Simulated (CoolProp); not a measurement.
The numbers come from the reference Helmholtz-energy equation of state, Schmidt 1985 in CoolProp.

Give the vapour pressure (MPa), vapour density (kg/m³), liquid cp (kJ/(kg K)), liquid conductivity (mW/(m K)) of saturated oxygen at 145.8 K.


```csv
T (K),p (MPa),vapour density (kg/m³),liquid cp (kJ/(kg K)),liquid conductivity (mW/(m K))
145.8,3.56,163,3.55,69.9
```

Thermal conductivity comes from a separate model (Lemmon 2004).
